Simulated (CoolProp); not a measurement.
Methanol along the isobar 60.7 bar: fugacity coefficient from the reference equation and from simpler models built on Tc = 240.2 °C, pc = 82.16 bar, ω = 0.565; each cubic takes its own stable root.

Values from CoolProp's reference Helmholtz-energy equation of state, de Reuck 1993.

```json
[
 {"T (°C)": "-60.95", "phase": "liquid", "reference": "4.730e-6", "Redlich-Kwong": "0.0001684", "Soave-Redlich-Kwong": "1.634e-6"},
 {"T (°C)": "-47.15", "phase": "liquid", "reference": "___", "Redlich-Kwong": "0.0005114", "Soave-Redlich-Kwong": "8.492e-6"},
 {"T (°C)": "-33.35", "phase": "liquid", "reference": "___", "Redlich-Kwong": "0.001321", "Soave-Redlich-Kwong": "3.534e-5"},
 {"T (°C)": "-19.55", "phase": "liquid", "reference": "___", "Redlich-Kwong": "0.002991", "Soave-Redlich-Kwong": "0.0001224"},
 {"T (°C)": "-5.75", "phase": "liquid", "reference": "0.0005095", "Redlich-Kwong": "0.006080", "Soave-Redlich-Kwong": "0.0003634"},
 {"T (°C)": "8.05", "phase": "liquid", "reference": "0.001200", "Redlich-Kwong": "0.01130", "Soave-Redlich-Kwong": "0.0009479"},
 {"T (°C)": "21.85", "phase": "liquid", "reference": "___", "Redlich-Kwong": "0.01948", "Soave-Redlich-Kwong": "___"},
 {"T (°C)": "35.65", "phase": "liquid", "reference": "___", "Redlich-Kwong": "0.03150", "Soave-Redlich-Kwong": "0.004705"},
 {"T (°C)": "49.45", "phase": "liquid", "reference": "0.009568", "Redlich-Kwong": "0.04826", "Soave-Redlich-Kwong": "___"},
 {"T (°C)": "63.25", "phase": "liquid", "reference": "0.01678", "Redlich-Kwong": "0.07056", "Soave-Redlich-Kwong": "0.01680"}
]
```

### Question
Complete the blanks.

### Answer

- -47.15, reference: 1.928e-5
- -33.35, reference: 6.593e-5
- -19.55, reference: 0.0001949
- 21.85, reference: 0.002582
- 21.85, Soave-Redlich-Kwong: 0.002214
- 35.65, reference: 0.005142
- 49.45, Soave-Redlich-Kwong: 0.009214
